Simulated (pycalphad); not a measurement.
**Phase fractions of Sn-59.4Si (at.%)**

All values are pycalphad results on the COST 507 light-alloy database (1999) (1 atm), not direct measurements. The data set is of 1999 and partly superseded. Phase fractions are per mole of atoms.

```
T (K)  LIQUID  DIAMOND_A4
-----  ------  ----------
1630    1.000           -
1550    0.547       0.453
1470    0.465       0.535
1390    0.436       0.564
1310    0.423       0.577
1230    0.415       0.585
1150    0.411       0.589
1070    0.409       0.591
990     0.407       0.593
910     0.407       0.593
830     0.406       0.594
750     0.406       0.594
670     0.406       0.594
590     0.406       0.594
510     0.406       0.594
```

DIAMOND_A4 is diamond (Si).
